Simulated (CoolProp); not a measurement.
Values from CoolProp's reference Helmholtz-energy equation of state, Kamei 1995.

**Question.** For R22, give the phase and the speed of sound (m/s), viscosity (µPa s) at 213.3 K and 11.6 kPa; 422.2 K and 97.6 kPa.

**Answer.** 
- 213.3 K and 11.6 kPa: gas; speed of sound 157, viscosity 9.77
- 422.2 K and 97.6 kPa: gas; speed of sound 214, viscosity 19.4

Viscosity comes from a separate model (Bell 2016), an estimate that may be off by 10 % or more.
